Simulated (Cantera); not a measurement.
Charge: 1 mol AlN, 0.086 mol C, 0.23 mol N2, held at 2573 K and 4.43 Torr.

Method: chemical equilibrium by Gibbs-energy minimisation in Cantera with the NASA 1993 tables (ideal gas, pure condensed phases). Candidate condensed phases: Al, AlN, C; 16 gas species. Equilibrium is a limit: real reactors are often held back by kinetics, nucleation or transport.

Base state: Al 0.577, N2 0.421, CN 0.00157, C3 0.000254, C 7.48e-5, Al2 5.87e-5, C2N2 5.00e-5, C2 2.37e-5 (mole fractions); condensed: C(graphite).

Task: What changes in the equilibrium state with this change: temperature from 2573 K to 1673 K?

Result: 
```json
[
 {"species": "N2", "before": "0.421", "after": "1.000"},
 {"species": "Al", "before": "0.577", "after": "2.66e-5"},
 {"species": "C2N2", "before": "5.00e-5", "after": "4.63e-8"},
 {"species": "CN", "before": "0.00157", "after": "4.42e-8"},
 {"species": "C3", "before": "0.000254", "after": "<1e-9"},
 {"species": "C", "before": "7.48e-5", "after": "<1e-9"},
 {"species": "Al2", "before": "5.87e-5", "after": "<1e-9"},
 {"species": "C(graphite), mol", "before": "0.0815", "after": "0.0860"},
 {"species": "AlN(s), mol", "before": "0", "after": "1.000"}
]
```
